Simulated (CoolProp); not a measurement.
The fluid at 461.76 K and 1.8 MPa is throttled through a valve to 0.051 MPa with no heat exchange. The same conditions are run with several fluids, on thermodynamics alone (safety and materials aside).

Values from CoolProp's reference Helmholtz-energy equation of state of each fluid (n-decane: Lemmon 2006; tetradecamethylhexasiloxane (MD4M): Thol 2019; n-nonane: Lemmon 2006; decamethylcyclopentasiloxane (D5): Thol 2019; decamethyltetrasiloxane (MD2M): Thol 2017).

Task: Rank n-decane, tetradecamethylhexasiloxane (MD4M), n-nonane, decamethylcyclopentasiloxane (D5), decamethyltetrasiloxane (MD2M) by temperature change (K), highest first.

Result: tetradecamethylhexasiloxane (MD4M) (+0.4), decamethylcyclopentasiloxane (D5) (-4.9), decamethyltetrasiloxane (MD2M) (-20.4), n-decane (-39.6), n-nonane (-62.0)

```csv
fluid,final phase,final density (kg/m³)
n-decane,"two-phase, vapour fraction 0.381",5.61
tetradecamethylhexasiloxane (MD4M),liquid,722
n-nonane,"two-phase, vapour fraction 0.566",3.60
decamethylcyclopentasiloxane (D5),"two-phase, vapour fraction 0.085",57.7
decamethyltetrasiloxane (MD2M),"two-phase, vapour fraction 0.308",14.5
```
